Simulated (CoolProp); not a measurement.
Toluene at several states: fugacity coefficient from the reference equation and from simpler models built on Tc = 591.7 K, pc = 41.26 bar, ω = 0.266; each cubic takes its own stable root.

The numbers come from the reference Helmholtz-energy equation of state, Lemmon 2006 in CoolProp. It is a short technical equation, of lower accuracy than the large ones.

```csv
T (K),p (bar),phase,reference
322.5,8.51,liquid,0.01441
317.7,2.78,liquid,0.03500
250.1,134,liquid,2.547e-5
474.8,4.15,gas,0.9238
```

How far does each simpler model (van der Waals, Redlich-Kwong, Peng-Robinson) lie from the reference over these 4 states: mean and median of the absolute difference, and the worst?


- van der Waals: mean 8060.9 %, median 1602.2 %, worst +29036.2 % at 250.1 K and 134 bar
- Redlich-Kwong: mean 146.7 %, median 141.4 %, worst +302.4 % at 250.1 K and 134 bar
- Peng-Robinson: mean 5.0 %, median 2.3 %, worst +15.1 % at 250.1 K and 134 bar
